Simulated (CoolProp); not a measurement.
Values from CoolProp's reference Helmholtz-energy equation of state, Lemmon 2016.

Q: Give the vapour pressure (MPa), vapour density (kg/m³), enthalpy of vaporisation (kJ/kg), liquid cp (kJ/(kg K)) of saturated R115 at 202, 239.2, 246.6 K.

A: 
```
T (K)  p (MPa)  vapour density (kg/m³)  enthalpy of vaporisation (kJ/kg)  liquid cp (kJ/(kg K))
-----  -------  ----------------------  --------------------------------  ---------------------
202     0.0186                    1.73                               137                  0.886
239.2    0.127                    10.4                               123                  0.944
246.6    0.173                    13.9                               120                  0.958
```
